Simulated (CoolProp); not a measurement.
Saturation properties of fluorine (Tc = -128.7 °C, pc = 5240 kPa, ω = 0.045).

Computed with CoolProp (reference Helmholtz-energy equation of state, de Reuck 1990).

```tsv
T (°C)	p (kPa)	liquid density (kg/m³)	vapour density (kg/m³)	enthalpy of vaporisation (kJ/kg)	liquid cp (kJ/(kg K))
-165.65	750.2	1327	36.74	148.5	1.650
-162.85	907.0	1303	44.19	?	1.683
-160.05	1086	1277	52.80	140.0	1.721
-157.35	1282	?	62.36	135.4	1.766
-154.55	1510	1222	73.79	130.4	1.823
-151.75	1766	1192	87.03	124.9	1.896
-148.95	2051	1160	?	118.9	1.989
-146.15	2369	1126	120.5	112.3	2.115
-143.35	2721	1088	?	104.9	2.290
-140.55	3109	1045	168.0	96.48	2.549
```

Task: Some entries are withheld; supply them.

Result: 
- -162.85, enthalpy of vaporisation (kJ/kg): 144.4
- -157.35, liquid density (kg/m³): 1251
- -148.95, vapour density (kg/m³): 102.5
- -143.35, vapour density (kg/m³): 142.0

It boils at -188.1 °C under 1 atm.
